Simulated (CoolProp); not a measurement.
Saturation properties of R1336mzz(E).

Computed with CoolProp (reference Helmholtz-energy equation of state, Akasaka 2023).

| T (K) | p (kPa) | liquid density (kg/m³) | vapour density (kg/m³) | enthalpy of vaporisation (kJ/kg) |
|---|---|---|---|---|
| 218.8 | 3.183 | 1534 | 0.2880 | 183.9 |
| 233.3 | 8.799 | 1499 | 0.7500 | 176.8 |
| 247.9 | 21.08 | 1463 | 1.704 | 169.8 |
| 262.5 | 44.76 | 1426 | 3.458 | 162.7 |
| 277 | 85.84 | 1387 | 6.392 | 155.5 |
| 291.6 | 152.7 | 1345 | 11.06 | 148.0 |
| 306.1 | 253.6 | 1301 | 18.06 | 140.0 |
| 320.7 | 400.4 | 1252 | 28.35 | 131.2 |

It boils at 281.0 K under 1 atm.
